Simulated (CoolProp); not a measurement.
Vapour pressure (bar) of propane: the reference equation beside estimates from Tc = 369.9 K, pc = 42.51 bar, ω = 0.152. Clausius-Clapeyron is anchored at 180.3 K with a constant enthalpy of vaporisation of 20.90 kJ/mol.

The numbers come from the reference Helmholtz-energy equation of state, Lemmon 2009 in CoolProp.

```
T (K)  reference  Lee-Kesler  Clausius-Clapeyron  van der Waals  Redlich-Kwong  Soave-Redlich-Kwong  Peng-Robinson
-----  ---------  ----------  ------------------  -------------  -------------  -------------------  -------------
171.1    0.02429     0.02315             0.02451         0.6841        0.03049              0.02341        0.02588
180.3    0.05188     0.04960             0.05188         0.9924        0.06699              0.05019        0.05436
189.5     0.1019     0.09788              0.1021          1.390              …              0.09898         0.1054
198.7     0.1864      0.1801              0.1887          1.891         0.2461               0.1818         0.1908
207.9          …           …              0.3303          2.506         0.4235               0.3142         0.3259
217.1     0.5240      0.5130              0.5514          3.248              …               0.5154         0.5291
226.3     0.8182      0.8059              0.8829          4.129              …                    …         0.8225
235.5      1.229       1.217               1.363          5.158          1.581                    …          1.231
244.7      1.783       1.774               2.036          6.347          2.264                1.774          1.783
```

Q: What belongs in the gaps?

A: 
- 189.5, Redlich-Kwong: 0.1337
- 207.9, reference: 0.3208
- 207.9, Lee-Kesler: 0.3120
- 217.1, Redlich-Kwong: 0.6881
- 226.3, Redlich-Kwong: 1.065
- 226.3, Soave-Redlich-Kwong: 0.8080
- 235.5, Soave-Redlich-Kwong: 1.218

Absolute difference from the reference over all 9 rows, mean and median: Lee-Kesler 2.7 and 2.7 %, Clausius-Clapeyron 4.8 and 3.0 %, van der Waals 987.7 and 681.2 %, Redlich-Kwong 29.7 and 30.2 %, Soave-Redlich-Kwong 2.1 and 2.1 %, Peng-Robinson 2.3 and 1.6 %.
